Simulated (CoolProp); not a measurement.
The numbers come from the reference Helmholtz-energy equation of state, Span 2000 in CoolProp.

Question: Give the vapour pressure (MPa), liquid density (kg/m³), enthalpy of vaporisation (kJ/kg) of saturated nitrogen at 86.9 K.

Answer: 
```json
[
 {"T (K)": "86.9", "p (MPa)": "0.274", "liquid density (kg/m³)": "761", "enthalpy of vaporisation (kJ/kg)": "186"}
]
```
